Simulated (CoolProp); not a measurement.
Vapour-liquid equilibrium of CHF3 (R23) (1) + CH2F2 (R32) (2) at 205.4 K; x and y are mole fractions of (1).

Values from CoolProp's multi-fluid Helmholtz-energy mixture model, Penoncello 2003 and Tillner-Roth 1997; pair parameters Bell 2016.

| x | bubble pressure, mixture model (kPa) | bubble pressure, Raoult's law (kPa) | y, mixture model | y, Raoult's law |
|---|---|---|---|---|
| 0.05 | (withheld) | 50.17 | 0.215 | 0.216 |
| 0.15 | 68.28 | 67.69 | 0.476 | 0.480 |
| 0.25 | (withheld) | 85.21 | 0.630 | 0.636 |
| 0.35 | 103.8 | 102.7 | 0.730 | 0.738 |
| 0.45 | 121.3 | 120.2 | 0.802 | 0.811 |
| 0.55 | 138.6 | 137.8 | 0.856 | 0.865 |
| 0.65 | 155.8 | 155.3 | 0.898 | 0.907 |
| 0.75 | 172.9 | 172.8 | 0.933 | 0.940 |
| 0.85 | 190.2 | 190.3 | 0.962 | 0.967 |
| 0.95 | 207.7 | 207.8 | (withheld) | 0.990 |

**Question.** Complete the blanks.

**Answer.** 
- 0.05, bubble pressure, mixture model (kPa): 50.37
- 0.25, bubble pressure, mixture model (kPa): 86.11
- 0.95, y, mixture model: 0.988

The largest gap from Raoult's law is +1.1 % in bubble pressure, at x = 0.25. No azeotrope shows between x = 0.05 and 0.95.

Pair parameters are fitted to limited data, so mixtures are less certain than the pure fluids.
